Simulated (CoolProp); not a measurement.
Properties of p-xylene along the isobar 128 bar.

Values from CoolProp's reference Helmholtz-energy equation of state, Zhou 2012.

```csv
T (K),phase,cv (kJ/(kg K)),speed of sound (m/s),expansivity (1/kK)
346.9,liquid,1.475,1192,0.9992
351.2,liquid,1.489,1177,1.005
355.5,liquid,1.503,1162,(withheld)
359.8,liquid,1.517,1147,1.019
364.1,liquid,1.530,1133,1.026
368.5,liquid,1.544,1118,1.033
372.8,liquid,1.558,(withheld),1.040
377.1,liquid,1.572,1089,1.048
381.4,liquid,1.586,1074,(withheld)
385.7,liquid,1.600,1060,1.064
390,liquid,1.613,(withheld),1.073
394.3,liquid,1.627,1032,(withheld)
398.6,liquid,1.641,1018,(withheld)
402.9,liquid,1.655,1004,1.100
407.2,liquid,1.668,990.1,1.110
```

Problem. Some entries are withheld; supply them.

Solution. 
- 355.5, expansivity (1/kK): 1.012
- 372.8, speed of sound (m/s): 1103
- 381.4, expansivity (1/kK): 1.056
- 390, speed of sound (m/s): 1046
- 394.3, expansivity (1/kK): 1.082
- 398.6, expansivity (1/kK): 1.091
